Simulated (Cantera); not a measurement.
Input: 1 mol PbS, 89 mol H₂, 3.8 mol N₂, held at 2098 K.

Cantera equilibrium calculation (NASA polynomials, part measured and part estimated; ideal gas, pure solids and liquids). Candidate condensed phases: Pb, PbS, S; 18 gas species. The numbers say what is thermodynamically allowed, not how fast it happens.

x: gas mole fraction; nothing condenses.

```csv
P (Pa),x H₂,x H,x N₂,x Pb,x H₂S,x S,x SH
10,0.691,0.256,0.0350,0.00919,…,0.00782,0.000975
36,0.799,0.145,0.0372,0.00975,…,0.00687,0.00175
130,0.863,0.0793,0.0386,0.0100,…,0.00508,0.00255
460,0.899,0.0430,0.0394,0.0101,…,0.00320,0.00309
1700,0.919,0.0226,0.0399,0.00991,…,0.00171,0.00321
6000,0.929,0.0121,0.0401,0.00961,…,0.000818,0.00290
22000,0.934,0.00634,0.0403,0.00925,…,0.000330,0.00224
77000,0.937,0.00339,0.0404,0.00897,…,0.000119,0.00152
280000,0.938,0.00178,0.0404,0.00879,0.00763,3.72e-5,0.000904
1000000,0.939,0.000943,0.0405,0.00870,0.00812,1.11e-5,0.000509
```

Problem. Some entries are withheld; supply them.

Solution. 
- 10, x H₂S: 4.22e-5
- 36, x H₂S: 0.000154
- 130, x H₂S: 0.000445
- 460, x H₂S: 0.00103
- 1700, x H₂S: 0.00209
- 6000, x H₂S: 0.00356
- 22000, x H₂S: 0.00529
- 77000, x H₂S: 0.00670
